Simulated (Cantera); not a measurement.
Feed: 1 mol CHF₃, 0.22 mol CH₄, a varied amount of F₂, held at 1423 K and 1.00 bar.

Method: chemical equilibrium by Gibbs-energy minimisation in Cantera with the NASA 1993 tables (ideal gas, pure condensed phases). Candidate condensed phases: C, C₆H₆, C₇H₈, C₈H₁₈; 95 gas species. Gases not in the tables: C₂F₆ and larger saturated fluorocarbons. Rates play no part.

**Question.** Which condensed phases are stable at each of these points (n(F₂) (mol)): 0.24, 0.4, 0.56, 0.71, 0.87, 1, 1.2, 1.3, 1.5, 1.7, 1.8, 2, 2.1?

**Answer.** 
```csv
n(F₂) (mol),condensed phases,C condensed (%)
0.24,C(graphite),67.2
0.4,C(graphite),60.7
0.56,C(graphite),54.1
0.71,C(graphite),47.9
0.87,C(graphite),41.4
1,C(graphite),36.1
1.2,C(graphite),27.9
1.3,C(graphite),23.8
1.5,C(graphite),15.6
1.7,C(graphite),7.4
1.8,C(graphite),3.3
2,gas only,0.0
2.1,gas only,0.0
```

From 0.24 mol F₂ to 1.8 mol F₂ the condensed part is C(graphite). From 2 mol F₂ to 2.1 mol F₂ nothing is condensed.
